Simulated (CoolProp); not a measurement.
Water at 298.15 K and 6.65 MPa flows at 1.3 m/s in a round tube of 50 mm bore and 15 µm roughness, fully developed (64/Re and Nu = 3.66 if laminar; Colebrook and Gnielinski if turbulent). Each further row changes one setting.

The numbers come from the reference Helmholtz-energy equation of state, Wagner 2002 in CoolProp.

| case | Reynolds number | Darcy friction factor | pressure drop (Pa/m) | heat-transfer coefficient (W/(m² K)) | mass flow (kg/h) |
|---|---|---|---|---|---|
| as stated | 73100 | 0.0205 | ? | ? | ? |
| velocity 2.6 m/s | 146000 | ? | 1250 | ? | ? |
| diameter 100 mm | 146000 | 0.0176 | 149 | ? | ? |

Task: Complete the blanks.

Result: 
- as stated, pressure drop (Pa/m): 346
- as stated, heat-transfer coefficient (W/(m² K)): 5480
- as stated, mass flow (kg/h): 9190
- velocity 2.6 m/s, Darcy friction factor: 0.0184
- velocity 2.6 m/s, heat-transfer coefficient (W/(m² K)): 10200
- velocity 2.6 m/s, mass flow (kg/h): 18400
- diameter 100 mm, heat-transfer coefficient (W/(m² K)): 4950
- diameter 100 mm, mass flow (kg/h): 36800

Viscosity comes from a separate model (Huber 2009). Thermal conductivity comes from a separate model (Huber 2012).
